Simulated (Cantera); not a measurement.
## Catalytic combustion on Pt

An isothermal plug-flow reactor at 600 K and 3.50 bar (inlet), inlet velocity 0.17 m/s, active area per volume 610 1/m; feed 0.350 % H₂, 10.4 % O₂, 89.3 % N₂, equivalence ratio 0.017.

Computed with Cantera and Deutschmann's 1995 Pt surface mechanism with GRI-Mech 3.0 gas chemistry. Catalytic surfaces can have several steady states; this one follows from the mechanism file's or the stated starting coverage. Mass transfer to the wall is taken as infinitely fast.

```csv
z (m),x H₂,x O₂,x H₂O,θ free Pt,θ O*,θ OH*
0.00077,0.000630,0.103,0.00288,0.0101,0.985,0.00448
0.0013,0.000402,0.103,0.00311,0.00645,0.990,0.00368
0.0021,0.000259,0.102,0.00325,0.00419,0.993,0.00301
0.0036,0.000155,0.102,0.00335,0.00255,0.995,0.00237
0.0059,9.47e-5,0.102,0.00341,0.00163,0.996,0.00191
0.0099,5.47e-5,0.102,0.00345,0.00105,0.997,0.00154
0.017,2.87e-5,0.102,0.00348,0.000720,0.998,0.00128
0.028,1.38e-5,0.102,0.00349,0.000559,0.998,0.00113
0.046,5.22e-6,0.102,0.00350,0.000478,0.998,0.00104
0.077,1.16e-6,0.102,0.00351,0.000444,0.999,0.00101
```
x: gas mole fraction; θ: surface coverage.
